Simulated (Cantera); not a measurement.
Input: 1 mol n-butane, 0.29 mol CO2, 20 mol H2, equilibrated at 1025 K.

Method: chemical equilibrium by Gibbs-energy minimisation in Cantera with the NASA 1993 tables (ideal gas, pure condensed phases). Candidate condensed phases: C, C6H6, C7H8, C8H18, H2O; 110 gas species. The ideal-gas law is rough above about 30 bar. The numbers say what is thermodynamically allowed, not how fast it happens.

Problem. Which condensed phases are stable at each of these points (P (Pa)): 10, 46, 220, 1000, 4600, 22000, 100000, 460000, 2200000, 10000000?

Solution. 
```tsv
P (Pa)	condensed phases	C condensed (%)
10	C(graphite)	86.5
46	C(graphite)	86.5
220	C(graphite)	86.4
1000	C(graphite)	86.1
4600	C(graphite)	84.7
22000	C(graphite)	78.4
100000	C(graphite)	54.8
460000	gas only	0.0
2200000	gas only	0.0
10000000	gas only	0.0
```

From 10.0 Pa to 100000 Pa the condensed part is C(graphite). From 460000 Pa to 1.00e7 Pa nothing is condensed.
